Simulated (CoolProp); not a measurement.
Vapour-liquid equilibrium of C3F8 (R218) (1) + R134a (2) at -63.95 °C; x and y are mole fractions of (1).

Model: multi-fluid Helmholtz-energy mixture model, Lemmon 2006 and Tillner-Roth 1994; pair parameters Bell 2016, in CoolProp.

Give the bubble pressure and the first vapour's composition at x = 0.05, 0.65, 0.95. Is there an azeotrope?

x = 0.05: 0.01865 MPa, y = 0.371; x = 0.65: 0.02966 MPa, y = 0.676; x = 0.95: 0.02676 MPa, y = 0.875. y crosses x between x = 0.65 and 0.8: the model has an azeotrope there.

Pair parameters are fitted to limited data, so mixtures are less certain than the pure fluids. With so large a gap from Raoult's law the liquid may split in two, which this calculation doesn't test in full.
